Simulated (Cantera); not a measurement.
**Silicon etching in halogen gases: Si + F2 + H2 + HF**

A closed system holds: 1 mol Si, 2.8 mol F2, 0.64 mol H2, 9.3 mol HF, at 0.100 bar.

These are equilibrium values from Cantera (NASA tables, ideal gas, pure condensed phases), not measurements of a reactor. Candidate condensed phases: Si; 25 gas species. Equilibrium is a limit: real reactors are often held back by kinetics, nucleation or transport.

| T (°C) | x HF | x SiF4 | x F | x F2 |
|---|---|---|---|---|
| 227 | 0.901 | 0.0852 | 2.03e-6 | 0.0136 |
| 327 | 0.901 | 0.0852 | 5.18e-5 | 0.0136 |
| 427 | 0.901 | 0.0852 | 0.000527 | 0.0134 |
| 527 | 0.900 | 0.0851 | 0.00290 | 0.0122 |
| 627 | 0.897 | 0.0848 | 0.00966 | 0.00873 |
| 727 | 0.893 | 0.0844 | 0.0193 | 0.00386 |
| 827 | 0.890 | 0.0841 | 0.0248 | 0.00105 |
| 927 | 0.889 | 0.0841 | 0.0264 | 0.000263 |
| 1027 | 0.889 | 0.0840 | 0.0267 | 7.52e-5 |
| 1127 | 0.889 | 0.0840 | 0.0268 | 2.52e-5 |
x: gas mole fraction; nothing condenses.

From 227 °C to 1127 °C nothing is condensed. The main Si-bearing gas is SiF4 throughout.
